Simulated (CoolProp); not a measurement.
Vapour-liquid equilibrium of n-perfluorobutane (1) + R365MFC (2) at 347 kPa; x and y are mole fractions of (1).

Values from CoolProp's multi-fluid Helmholtz-energy mixture model, Gao 2022 and Lemmon 2016; pair parameters Bell 2016.

| x | bubble temperature, mixture model (°C) | bubble temperature, Raoult's law (°C) | y, mixture model | y, Raoult's law |
|---|---|---|---|---|
| 0.05 | 66.6 | 75.5 | 0.315 | 0.150 |
| 0.15 | 52.0 | 68.3 | 0.586 | 0.381 |
| 0.25 | 45.4 | 62.1 | 0.685 | 0.546 |
| 0.35 | 42.0 | 56.7 | 0.733 | 0.668 |
| 0.45 | 40.0 | 52.0 | 0.764 | 0.759 |
| 0.55 | 38.4 | 47.8 | 0.791 | 0.829 |
| 0.65 | 37.0 | 44.0 | 0.819 | 0.883 |
| 0.75 | 35.8 | 40.6 | 0.854 | 0.926 |
| 0.85 | 34.6 | 37.5 | 0.899 | 0.960 |
| 0.95 | 33.7 | 34.7 | 0.960 | 0.988 |

The largest gap from Raoult's law is -16.7 K in bubble temperature, at x = 0.25. No azeotrope shows between x = 0.05 and 0.95.

The pair parameters rest on a limited set of measurements; away from them the model extrapolates. With so large a gap from Raoult's law the liquid may split in two, which this calculation doesn't test in full.
